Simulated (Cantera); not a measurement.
A perfectly stirred reactor is fed with CH3OH : O2 : N2 = 1 : 1.25 : 4.7 (molar parts), at 345 Torr; it is adiabatic with a 448 K inlet, and is followed from long to short residence time, starting on the burning branch (τ in s: 0.026, 0.014, 0.0074, 0.0039, 0.0021, 0.0011, 0.0006, 0.00032, 0.00017, 9.3e-05, 5e-05, 2.7e-05).

Detailed kinetics in Cantera: GRI-Mech 3.0 (53 species, 325 reactions). GRI-Mech 3.0 was tuned for natural gas; its chemistry of methanol as a main component is partial and can be far from experiment.

### Question
Predict: blow-out, bracketed by the residence times tried; x(CH3OH) at τ = 26.0 ms; x(O2) at τ = 26.0 ms; x(HO2) at τ = 26.0 ms; x(H2O2) at τ = 26.0 ms; x(N2O) at τ = 26.0 ms; x(CH3OH) at τ = 0.600 ms; x(O2) at τ = 0.600 ms; x(HO2) at τ = 0.600 ms; x(H2O2) at τ = 0.600 ms; x(N2O) at τ = 0.600 ms.

### Answer
| Property | Result |
|---|---|
| blow-out, bracketed by the residence times tried | burning at 0.170 ms, out at 93.0 µs |
| x(CH3OH) at τ = 26.0 ms | 3.30e-6 |
| x(O2) at τ = 26.0 ms | 0.00368 |
| x(HO2) at τ = 26.0 ms | 7.22e-7 |
| x(H2O2) at τ = 26.0 ms | 5.78e-8 |
| x(N2O) at τ = 26.0 ms | 2.24e-8 |
| x(CH3OH) at τ = 0.600 ms | 7.20e-5 |
| x(O2) at τ = 0.600 ms | 0.0123 |
| x(HO2) at τ = 0.600 ms | 5.32e-6 |
| x(H2O2) at τ = 0.600 ms | 2.05e-7 |
| x(N2O) at τ = 0.600 ms | 2.39e-8 |
